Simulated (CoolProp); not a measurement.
Saturation properties of R141b.

The numbers come from the reference Helmholtz-energy equation of state, Lemmon 2006 in CoolProp. It is a short technical equation, of lower accuracy than the large ones.

| T (°C) | p (MPa) | liquid density (kg/m³) | liquid conductivity (mW/(m K)) |
|---|---|---|---|
| 71.95 | 0.3424 | 1137 | 78.3 |
| 81.75 | 0.4405 | 1116 | 75.8 |
| 91.65 | 0.5595 | 1093 | 73.4 |
| 101.55 | 0.7010 | 1069 | 71.1 |
| 111.45 | 0.8674 | 1044 | 68.9 |
| 121.35 | 1.061 | 1017 | 66.8 |
| 131.25 | 1.285 | 989.1 | 64.7 |
| 141.15 | 1.542 | 959.0 | 62.8 |
| 151.05 | 1.834 | 926.3 | 60.9 |
| 160.95 | 2.166 | 890.3 | 59.2 |
| 170.85 | 2.540 | 849.6 | 57.6 |

It boils at 32.0 °C under 1 atm.

Thermal conductivity comes from a separate model (Huber 2003), an estimate that may be off by 10 % or more.
